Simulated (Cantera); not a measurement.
A perfectly stirred reactor is fed with 14.8 % H2, 13.5 % O2, 71.5 % N2, 0.134 % NO, at 1.20 bar; it is adiabatic with a 300 K inlet, and is followed from long to short residence time, starting on the burning branch (τ in s: 0.035, 0.017, 0.0085, 0.0042, 0.0021, 0.001, 0.00051, 0.00025, 0.00012, 6.1e-05, 3e-05).

Cantera simulation using GRI-Mech 3.0 (53 species, 325 reactions); the numbers are that mechanism's predictions, not measurements. The mechanism lacks 2 NO + O2 → 2 NO2 and HONO, so NO2 and the effect of NO are under-described below about 1400 K.

### Question
Predict: blow-out, bracketed by the residence times tried; x(H2) at τ = 35.0 ms; x(O2) at τ = 35.0 ms; x(NO) at τ = 35.0 ms; x(N2) at τ = 35.0 ms; x(H2O2) at τ = 35.0 ms; x(H2) at τ = 1.00 ms; x(O2) at τ = 1.00 ms; x(NO) at τ = 1.00 ms; x(N2) at τ = 1.00 ms; x(H2O2) at τ = 1.00 ms.

### Answer
* **blow-out, bracketed by the residence times tried**: burning at 0.120 ms, out at 61.0 µs
* **x(H2) at τ = 35.0 ms**: 0.000331
* **x(O2) at τ = 35.0 ms**: 0.0655
* **x(NO) at τ = 35.0 ms**: 0.00143
* **x(N2) at τ = 35.0 ms**: 0.772
* **x(H2O2) at τ = 35.0 ms**: 4.94e-7
* **x(H2) at τ = 1.00 ms**: 0.00345
* **x(O2) at τ = 1.00 ms**: 0.0662
* **x(NO) at τ = 1.00 ms**: 0.00143
* **x(N2) at τ = 1.00 ms**: 0.770
* **x(H2O2) at τ = 1.00 ms**: 2.34e-6
